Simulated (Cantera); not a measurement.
Catalytic combustion on Pt

An isothermal plug-flow reactor at 1050 K and 0.340 bar (inlet), inlet velocity 3.5 m/s, active area per volume 3400 1/m; feed CH4 : O2 : N2 : H2O = 0.0028 : 0.045 : 0.79 : 0.054 (molar parts), equivalence ratio 0.12.

Detailed kinetics in Cantera: Deutschmann's 1995 Pt surface mechanism with GRI-Mech 3.0 gas chemistry. Catalytic surfaces can have several steady states; this one follows from the mechanism file's or the stated starting coverage. Mass transfer to the wall is taken as infinitely fast.

```
z (m)       x CH4    x O2   x H2O     x CO2     x CO  θ free Pt   θ O*    θ OH*
-------  --------  ------  ------  --------  -------  ---------  -----  -------
0.00016   0.00300  0.0502  0.0608  0.000132  2.56e-6      0.360  0.637  0.00263
0.00028   0.00291  0.0500  0.0610  0.000229  2.48e-6      0.360  0.637  0.00263
0.0005    0.00274  0.0497  0.0614  0.000400  2.34e-6      0.361  0.637  0.00264
0.00089   0.00246  0.0491  0.0619  0.000679  2.10e-6      0.361  0.636  0.00265
0.0016    0.00202  0.0482  0.0628   0.00112  1.73e-6      0.362  0.635  0.00267
0.0028    0.00144  0.0471  0.0639   0.00169  1.24e-6      0.363  0.634  0.00270
0.005    0.000777  0.0457  0.0653   0.00236  6.71e-7      0.365  0.633  0.00273
0.0089   0.000257  0.0447  0.0663   0.00288  2.23e-7      0.366  0.632  0.00275
0.016     3.40e-5  0.0443  0.0668   0.00310  3.00e-8      0.366  0.631  0.00276
```
x: gas mole fraction; θ: surface coverage.
